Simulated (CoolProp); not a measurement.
Model: reference Helmholtz-energy equation of state, Platzer 1990, in CoolProp. This equation is an older, rougher fit; its heat capacities, sound speeds and derivatives of the liquid may be far off and weren't checked against measurements.

Give the vapour pressure (kPa), vapour density (kg/m³), enthalpy of vaporisation (kJ/kg) of saturated c-C4F8 (RC318) at -8.35, -4.75, -1.15 °C.


```tsv
T (°C)	p (kPa)	vapour density (kg/m³)	enthalpy of vaporisation (kJ/kg)
-8.35	91.7	8.69	118
-4.75	107	10.0	116
-1.15	123	11.5	115
```
